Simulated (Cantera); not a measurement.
# SiCl4 + C3H8 + H2 (silicon carbide growth)

Input: 1 mol SiCl4, 0.28 mol C3H8, 3.7 mol H2, held at 750 Torr.

These are equilibrium values from Cantera (NASA tables, ideal gas, pure condensed phases), not measurements of a reactor. Candidate condensed phases: C, C6H6, C7H8, C8H18, Si, SiC; 109 gas species. The tables' values for SiCl3, SiCl are old estimates; treat these amounts as uncertain. Gases not in the tables: Si2H6 and higher silanes. The numbers say what is thermodynamically allowed, not how fast it happens.

| T (K) | x H2 | x HCl | x SiCl2 | x H | x Cl | x SiCl3 | x C2H2 (acetylene) | x SiCl | n C(graphite) | n SiC(s) |
|---|---|---|---|---|---|---|---|---|---|---|
| 2000 | 0.485 | 0.448 | 0.0544 | 0.00113 | 0.000780 | 0.00806 | 0.000372 | 4.57e-5 | 0.272 | 0.562 |
| 2050 | 0.487 | 0.442 | 0.0595 | 0.00158 | 0.00106 | 0.00728 | 0.000517 | 7.55e-5 | 0.296 | 0.536 |
| 2100 | 0.489 | 0.434 | 0.0643 | 0.00218 | 0.00142 | 0.00657 | 0.000707 | 0.000121 | 0.320 | 0.510 |
| 2150 | 0.492 | 0.427 | 0.0690 | 0.00296 | 0.00188 | 0.00591 | 0.000952 | 0.000190 | 0.344 | 0.483 |
| 2200 | 0.494 | 0.419 | 0.0735 | 0.00396 | 0.00244 | 0.00532 | 0.00127 | 0.000292 | 0.366 | 0.456 |
| 2250 | 0.496 | 0.411 | 0.0778 | 0.00523 | 0.00313 | 0.00479 | 0.00166 | 0.000438 | 0.387 | 0.429 |
| 2300 | 0.497 | 0.402 | 0.0818 | 0.00683 | 0.00397 | 0.00431 | 0.00215 | 0.000644 | 0.407 | 0.402 |
| 2350 | 0.499 | 0.394 | 0.0856 | 0.00881 | 0.00498 | 0.00388 | 0.00275 | 0.000930 | 0.425 | 0.375 |
| 2400 | 0.499 | 0.385 | 0.0891 | 0.0112 | 0.00618 | 0.00349 | 0.00348 | 0.00132 | 0.442 | 0.348 |
| 2450 | 0.499 | 0.376 | 0.0924 | 0.0142 | 0.00759 | 0.00314 | 0.00435 | 0.00185 | 0.457 | 0.319 |
| 2500 | 0.498 | 0.367 | 0.0952 | 0.0177 | 0.00923 | 0.00283 | 0.00539 | 0.00254 | 0.470 | 0.288 |
x: gas mole fraction; n: condensed amount in mol.

From 2000 K to 2500 K the condensed part is C(graphite) + SiC(s). The main Si-bearing gas is SiCl2 throughout. The share of Si in condensed phases is highest at 2000 K (56.2 %) and lowest at 2500 K (28.8 %).
